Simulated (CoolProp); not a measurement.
Properties of methanol at several states.

Values from CoolProp's reference Helmholtz-energy equation of state, de Reuck 1993.

```csv
T (K),p (MPa),phase,density (kg/m³),isothermal compressibility (1/MPa),viscosity (µPa s),Prandtl number
215.8,29,liquid,881.5,0.0006080,3300,32.3
585.7,0.0154,gas,0.1014,64.96,19.3,0.791
218.7,1.54,liquid,862.8,0.0007400,2570,26.6
```

Viscosity comes from a separate model (Xiang 2006). Thermal conductivity comes from a separate model (Sykioti 2013).
